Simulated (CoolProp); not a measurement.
Computed with CoolProp (reference Helmholtz-energy equation of state, Thol 2015).

Question: For 1,2-dichloroethane, give the phase and the cv (kJ/(kg K)), speed of sound (m/s), Joule-Thomson coefficient (K/MPa) at 419.2 K and 0.101 MPa.

Answer: 
- 419.2 K and 0.101 MPa: gas; cv 0.867, speed of sound 194, Joule-Thomson coefficient 20.7
